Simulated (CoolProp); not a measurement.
Propane along the isotherm -32.05 °C: Z from the reference equation and from simpler models built on Tc = 96.7 °C, pc = 4251 kPa, ω = 0.152; each cubic takes its own stable root.

The numbers come from the reference Helmholtz-energy equation of state, Lemmon 2009 in CoolProp.

```csv
p (kPa),phase,reference
6.72,gas,0.9979
11.3,gas,0.9965
19.1,gas,0.9941
32.3,gas,0.9899
54.5,gas,0.9829
92,gas,0.9707
262,liquid,0.01012
442,liquid,0.01707
746,liquid,0.02880
1260,liquid,0.04858
2130,liquid,0.08197
```

How far does each simpler model (van der Waals, Redlich-Kwong, Soave-Redlich-Kwong, Peng-Robinson) lie from the reference over these 11 states: mean and median of the absolute difference, and the worst?


- van der Waals: mean 1333.2 %, median 1.2 %, worst +9268.6 % at -32.05 °C and 262 kPa
- Redlich-Kwong: mean 3.5 %, median 0.5 %, worst +7.6 % at -32.05 °C and 262 kPa
- Soave-Redlich-Kwong: mean 2.6 %, median 0.4 %, worst +5.8 % at -32.05 °C and 262 kPa
- Peng-Robinson: mean 3.0 %, median 0.2 %, worst -6.6 % at -32.05 °C and 2130 kPa

At some of these states van der Waals gives the other phase, because its saturation line lies elsewhere.
